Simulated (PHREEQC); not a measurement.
Make-up at 25 °C: 0.00021 mol NaF per kg of water. Closed to the air; pH follows from the charge balance.

The numbers come from PHREEQC with the ion-association model, wateq4f.dat.

No solid was allowed to form.

Predict the pH.

pH 7.06.

Complexes and solids missing from the database can't appear.
